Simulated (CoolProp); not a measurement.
Properties of the fluoroketone C6F12O (FK-5-1-12) along the isobar 101 kPa.

Values from CoolProp's reference Helmholtz-energy equation of state, McLinden 2015.

| T (K) | phase | cp (kJ/(kg K)) | cv (kJ/(kg K)) | isothermal compressibility (1/MPa) | expansivity (1/kK) |
|---|---|---|---|---|---|
| 412.6 | gas | 0.9771 | 0.9471 | 10.16 | 2.654 |
| 419.9 | gas | 0.9846 | 0.9548 | 10.14 | 2.593 |
| 427.2 | gas | 0.9920 | 0.9625 | 10.12 | 2.535 |
| 434.4 | gas | 0.9995 | 0.9701 | 10.11 | 2.481 |
| 441.7 | gas | 1.007 | ___ | 10.10 | 2.429 |
| 449 | gas | 1.015 | 0.9856 | 10.08 | 2.380 |
| 456.3 | gas | 1.022 | 0.9934 | 10.07 | 2.333 |
| 463.6 | gas | ___ | 1.001 | 10.06 | 2.288 |
| 470.9 | gas | 1.037 | 1.009 | 10.05 | 2.246 |
| 478.1 | gas | ___ | 1.016 | 10.04 | 2.206 |
| 485.4 | gas | 1.052 | ___ | 10.04 | 2.167 |
| 492.7 | gas | 1.060 | ___ | 10.03 | 2.129 |
| 500 | gas | 1.067 | 1.039 | 10.02 | 2.093 |

**Question.** Some entries are withheld; supply them.

**Answer.** 
- 441.7, cv (kJ/(kg K)): 0.9779
- 463.6, cp (kJ/(kg K)): 1.030
- 478.1, cp (kJ/(kg K)): 1.045
- 485.4, cv (kJ/(kg K)): 1.024
- 492.7, cv (kJ/(kg K)): 1.032
